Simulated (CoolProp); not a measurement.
Vapour-liquid equilibrium of R125 (1) + fluoroethane (R161) (2) at 206.5 K; x and y are mole fractions of (1).

Model: multi-fluid Helmholtz-energy mixture model, Lemmon 2005 and Wu 2012; pair parameters Bell 2016, in CoolProp.

```
x     bubble pressure (MPa)  y at the bubble point  dew pressure at overall composition x (MPa)  liquid density (mol/L)
----  ---------------------  ---------------------  -------------------------------------------  ----------------------
0.05                0.02190                  0.074                                      0.02172                   17.56
0.15                0.02334                  0.230                                      0.02255                   17.01
0.25                0.02515                  0.378                                      0.02356                   16.48
0.35                0.02716                  0.507                                      0.02477                   15.97
0.45                0.02918                  0.614                                      0.02622                   15.48
0.55                0.03108                  0.701                                      0.02793                   15.01
0.65                0.03277                  0.774                                      0.02994                   14.56
0.75                0.03424                  0.837                                      0.03221                   14.13
0.85                0.03549                  0.897                                      0.03452                   13.72
0.95                0.03652                  0.963                                      0.03635                   13.34
```

No azeotrope shows between x = 0.05 and 0.95.

Pair parameters are fitted to limited data, so mixtures are less certain than the pure fluids. The gap from Raoult's law changes sign with composition, which may be real or a fault of the pair parameters; it wasn't checked against measurements.
